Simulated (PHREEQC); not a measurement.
Dissolve 0.2 mol Cu(NO3)2 and 0.017 mol KCl per kg of water at 25 °C. Closed to the air; pH follows from the charge balance.

The numbers come from PHREEQC with the ion-association model, phreeqc.dat.

**Question.** The ionic strength comes out as 0.613 mol/kgw. What activity coefficients do Cu+2, H+, Cu2(OH)2+2, Cl-, CuOH+ get?

**Answer.** Cu+2 0.24, H+ 0.76, Cu2(OH)2+2 0.30, Cl- 0.64, CuOH+ 0.64.

Precipitation was switched off in this run.
